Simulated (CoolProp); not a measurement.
Model: reference Helmholtz-energy equation of state, Lemmon 2005, in CoolProp. It is a short technical equation, of lower accuracy than the large ones.

Problem. Give the vapour pressure (MPa), liquid density (kg/m³), vapour density (kg/m³), enthalpy of vaporisation (kJ/kg) of saturated 1-butene at 275.9, 305.8 K.

Solution. 
```json
[
 {"T (K)": "275.9", "p (MPa)": "0.142", "liquid density (kg/m³)": "615", "vapour density (kg/m³)": "3.68", "enthalpy of vaporisation (kJ/kg)": "383"},
 {"T (K)": "305.8", "p (MPa)": "0.372", "liquid density (kg/m³)": "578", "vapour density (kg/m³)": "9.14", "enthalpy of vaporisation (kJ/kg)": "352"}
]
```
